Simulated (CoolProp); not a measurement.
Saturation properties of chloromethane (R40) (Tc = 145.5 °C, pc = 6.929 MPa, ω = 0.150).

The numbers come from the reference Helmholtz-energy equation of state, Thol 2014 in CoolProp.

| T (°C) | p (MPa) | vapour density (kg/m³) | enthalpy of vaporisation (kJ/kg) | surface tension (mN/m) |
|---|---|---|---|---|
| 40.65 | 0.8880 | 20.05 | 353.7 | 12.9 |
| 44.45 | 0.9792 | 22.08 | 348.6 | 12.4 |
| 48.15 | 1.074 | 24.21 | 343.4 | 11.8 |
| 51.85 | 1.176 | 26.51 | 338.1 | 11.2 |
| 55.55 | 1.285 | 28.99 | 332.6 | 10.7 |
| 59.25 | 1.401 | 31.65 | 327.1 | 10.1 |
| 62.95 | 1.525 | 34.52 | 321.3 | 9.60 |
| 66.65 | 1.656 | 37.60 | 315.4 | 9.06 |
| 70.45 | 1.799 | 41.01 | 309.1 | 8.52 |
| 74.15 | 1.947 | 44.59 | 302.8 | 7.99 |
| 77.85 | 2.104 | 48.45 | 296.3 | 7.47 |
| 81.55 | 2.270 | 52.62 | 289.5 | 6.96 |

It boils at -24.0 °C under 1 atm.

Surface tension comes from a separate correlation (Mulero 2014).
